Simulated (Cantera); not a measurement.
A Cantera script and its output.

```python
import numpy as np
import cantera as ct

gas = ct.Solution("gri30.yaml")


def delay(T, t_max=10):
    gas.TPX = T, 830000, {'H2': 1, 'O2': 1.16, 'N2': 4.37, 'H2O': 1.5}
    reactor = ct.IdealGasReactor(gas, clone=False)
    net = ct.ReactorNet([reactor])
    net.rtol, net.atol = 1e-8, 1e-16
    while net.time < t_max:
        t_old, T_old = net.time, reactor.T
        net.step()
        if reactor.T > T + 400:  # ignition: a rise of 400 K
            return t_old + (T + 400 - T_old) / (reactor.T - T_old) * (net.time - t_old)
    return np.nan


taus = []
for T in [900, 1000, 1100, 1200, 1300, 1400, 1500]:
    taus.append(delay(T))
    print(f"T0 = {T:6g} K   tau = {taus[-1]:.4e} s")
```

It prints:

```
T0 =    900 K   tau = 1.9773e-01 s
T0 =   1000 K   tau = 1.7788e-02 s
T0 =   1100 K   tau = 2.4275e-03 s
T0 =   1200 K   tau = 4.0921e-04 s
T0 =   1300 K   tau = 6.7178e-05 s
T0 =   1400 K   tau = 9.7134e-06 s
T0 =   1500 K   tau = 3.5892e-06 s
```

Cantera simulation using GRI-Mech 3.0 (53 species, 325 reactions); the numbers are that mechanism's predictions, not measurements. The hydrogen kinetics of GRI-Mech 3.0 are dated; newer H2 mechanisms differ, most at raised pressure. Below about 950 K walls govern HO2 and H2O2 in real vessels.
